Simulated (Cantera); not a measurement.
A Cantera script and what it prints.

```python
import numpy as np
import cantera as ct

gas_names = """
    CL CL2 H HCL H2 N NH NH2 NH3 N2 N2H2 N2H4 Si SiCL SiCL2 SiCL3 SiCL4 SiH SiHCL3 SiH2 SiH2CL2 SiH3
    SiH3CL SiH4 SiN Si2 Si2N Si3
""".split()
cond_names = """
    NH4CL(a) NH4CL(b) Si(cr) Si(L) Si3N4(a)
""".split()


# ... load() reads the species with a 1 bar reference pressure and builds the phases ...
atoms = {
    'SiCl4': {'Si': 1, 'CL': 4},
    'N2': {'N': 2},
    'H2': {'H': 2},
}
top_T = {'Si3N4(a)': 2400}  # K; cautious upper limits of use, not melting points


# ... equilibrate(T, P, feed) seeds the gas with the atoms and calls Mixture.equilibrate('TP', solver="vcs", rtol=1e-11, max_steps=5000) ...
results = []
feed = {'SiCl4': 1, 'N2': 47, 'H2': 1}  # mol
P = 4900  # Pa
for T in [1448, 1498, 1548, 1598, 1648, 1698, 1748, 1798, 1848, 1898]:
    mix = equilibrate(T, P, feed)
    results.append((T, P, feed, dict(zip(mix.species_names, mix.species_moles))))

top = {s: max(r[3][s] / sum(r[3][g] for g in gas_names) for r in results) for s in gas_names}
cols = sorted((s for s in top if top[s] > 0.001), key=lambda s: -top[s])[:9]
seen = [c for c in cond_names if any(r[3].get(c, 0) > 1e-12 for r in results)]
print("log10 of partial pressures in bar; condensed amounts in mol")
print(f"{'T/K':>10s}" + "".join(f"{s[:9]:>10s}" for s in cols + seen))
for T, P, feed, n in results:
    ng = sum(n[g] for g in gas_names)
    print(f"{T:10.4g}" + "".join(f"{np.log10(max(n[s] / ng * P / 1e5, 1e-99)):10.3f}" for s in cols)
          + "".join(f"{n.get(c, 0):10.4g}" for c in seen))
```

Output:

```
log10 of partial pressures in bar; condensed amounts in mol
       T/K        N2       HCL     SiCL2     SiCL4        H2     SiCL3        CL  Si3N4(a)
      1448    -1.333    -2.771    -3.505    -3.537    -3.849    -3.803    -5.970   0.07671
      1498    -1.334    -2.783    -3.276    -3.746    -3.789    -3.763    -5.747    0.0351
      1548    -1.335    -2.794    -3.141    -4.005    -3.745    -3.796    -5.531         0
      1598    -1.335    -2.776    -3.116    -4.158    -3.837    -3.834    -5.233         0
      1648    -1.336    -2.764    -3.097    -4.315    -3.922    -3.878    -4.958         0
      1698    -1.336    -2.755    -3.081    -4.479    -3.995    -3.928    -4.706         0
      1748    -1.336    -2.749    -3.068    -4.654    -4.050    -3.987    -4.478         0
      1798    -1.336    -2.747    -3.057    -4.846    -4.081    -4.056    -4.275         0
      1848    -1.337    -2.747    -3.047    -5.058    -4.085    -4.137    -4.099         0
      1898    -1.337    -2.750    -3.039    -5.292    -4.063    -4.231    -3.948         0
```

Method: chemical equilibrium by Gibbs-energy minimisation in Cantera with the NASA 1993 tables (ideal gas, pure condensed phases). N2 is the only nitrogen source here; it is nearly inert below about 1500 K, so the nitride shown seldom forms there in practice. The tables' values for SiCl3, SiCl are old estimates; treat these amounts as uncertain.
